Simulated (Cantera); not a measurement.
**N2O furnace oxynitridation**

An isothermal, constant-pressure homogeneous reactor starts with N2O : N2 : H2O = 1 : 0.5 : 0.0021 (molar parts), at 1350 K and 10.00 Torr.

Computed with Cantera and GRI-Mech 3.0 (53 species, 325 reactions). GRI-Mech 3.0 was tuned for natural gas; its chemistry of N2O as a main component is partial and can be far from experiment. Radical loss at walls, strong at low pressure, is not modelled. The mechanism lacks the step 2 NO + O2 → 2 NO2, which can matter for NO2 below about 1400 K. The temperature is held fixed by assumption; the heat of reaction is taken as removed at once.

```csv
t (s),x N2O,x NO2,x O,x N2,x NO
5.00e-6,0.666,<1e-12,1.71e-7,0.333,3.52e-10
1.42e-5,0.666,<1e-12,4.80e-7,0.333,2.82e-9
4.05e-5,0.666,<1e-12,1.32e-6,0.333,2.25e-8
0.000115,0.666,<1e-12,3.46e-6,0.333,1.71e-7
0.000328,0.666,<1e-12,7.80e-6,0.333,1.18e-6
0.000932,0.666,2.44e-12,1.28e-5,0.333,6.58e-6
0.00265,0.666,1.67e-10,1.44e-5,0.333,2.63e-5
0.00754,0.665,1.21e-8,1.44e-5,0.333,8.39e-5
0.0215,0.664,5.23e-7,1.43e-5,0.334,0.000247
0.0611,0.660,8.48e-6,1.43e-5,0.336,0.000700
0.174,0.650,4.67e-5,1.41e-5,0.342,0.00195
0.494,0.622,0.000102,1.40e-5,0.357,0.00538
1.41,0.551,0.000116,1.39e-5,0.397,0.0142
4.00,0.396,9.07e-5,1.38e-5,0.485,0.0334
```
x: mole fraction; the columns are a selection and need not sum to one.

Equilibrium at this temperature and pressure: N2O 4.22e-9, NO2 6.47e-7, O 1.84e-6, N2 0.749, NO 0.000578 (gas phase only).
